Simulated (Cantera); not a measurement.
# Hydrocarbon pyrolysis for carbon deposition

A perfectly stirred reactor is fed with 19.2 % C2H6, 80.8 % N2, at 0.600 bar; it is held at 1423 K, and followed from long to short residence time.

Cantera simulation using GRI-Mech 3.0 (53 species, 325 reactions); the numbers are that mechanism's predictions, not measurements. GRI-Mech 3.0 stops at C3 and has no aromatics, soot or wall deposition, so with more carbon than oxygen in the feed, carbon stays in small species such as C2H2 where larger ones or solid carbon would form.

```
τ (s)     x C2H6    x HCN    x C2H     x CH3  x C2H4
------  --------  -------  -------  --------  ------
0.57    0.000476  2.81e-9  8.27e-9   5.90e-5  0.0128
0.33    0.000687  2.84e-9  9.82e-9   6.99e-5  0.0144
0.19     0.00101  2.87e-9  1.15e-8   8.38e-5  0.0165
0.11     0.00149  2.89e-9  1.33e-8  0.000101  0.0195
0.061    0.00231  2.90e-9  1.52e-8  0.000126  0.0240
0.035    0.00353  2.89e-9  1.68e-8  0.000155  0.0300
0.020    0.00550  2.87e-9  1.79e-8  0.000194  0.0378
0.011    0.00896  2.83e-9  1.83e-8  0.000249  0.0482
0.0064    0.0141  2.78e-9  1.76e-8  0.000313  0.0587
0.0037    0.0224  2.69e-9  1.57e-8  0.000397  0.0685
```
x: mole fraction; the columns are a selection and need not sum to one.
